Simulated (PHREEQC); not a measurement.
Consider water at 25 °C with 0.0059 mol/kgw H2SO4, 0.00012 mol/kgw Na2SO4 and 0.08 mol/kgw KBr. Closed to the air; pH follows from the charge balance.

Computed with PHREEQC (ion-association model, phreeqc.dat).

Precipitation was switched off in this run.

Problem. Order these S species by the share of S that they hold, largest first: SO4-2, KSO4-, HSO4-.

Solution. SO4-2 (62 %), HSO4- (25 %), KSO4- (13 %)

The pH is 2.07 and the ionic strength 0.0935 mol/kgw. Species that the database lacks are ignored.
